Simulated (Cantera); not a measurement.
Input: 1 mol PbO, 0.31 mol O2, 0.2 mol N2, 1 mol CO.

Cantera equilibrium calculation (NASA polynomials, part measured and part estimated; ideal gas, pure solids and liquids). Candidate condensed phases: C, Pb, PbO, PbO2, Pb3O4; 27 gas species. Each liquid is taken as pure. Mutual solubility and eutectic melting of coexisting phases are not modelled. Rates play no part.

### Question
What condenses at these points (T in K, P in Pa): (848, 22000); (1298, 10); (1148, 1000000); (998, 1000000); (1073, 1000000); (1148, 10)?

### Answer
```tsv
T (K)	P in Pa	condensed phases	Pb condensed (%)
848	22000	Pb + PbO	100.0
1298	10	gas only	0.0
1148	1000000	Pb + PbO	100.0
998	1000000	Pb + PbO	100.0
1073	1000000	Pb + PbO	100.0
1148	10	PbO	17.9
```
